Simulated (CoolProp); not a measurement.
The numbers come from the reference Helmholtz-energy equation of state, Thol 2019 in CoolProp.

Task: Give the vapour pressure (MPa), vapour density (kg/m³), liquid cp (kJ/(kg K)), surface tension (mN/m) of saturated decamethylcyclopentasiloxane (D5) at 437.4 K.

Result: 
```
T (K)  p (MPa)  vapour density (kg/m³)  liquid cp (kJ/(kg K))  surface tension (mN/m)
-----  -------  ----------------------  ---------------------  ----------------------
437.4   0.0291                    3.08                   1.91                    8.35
```

Surface tension comes from a separate correlation (Mulero 2014), older than this fluid's equation and unchecked against measurements.
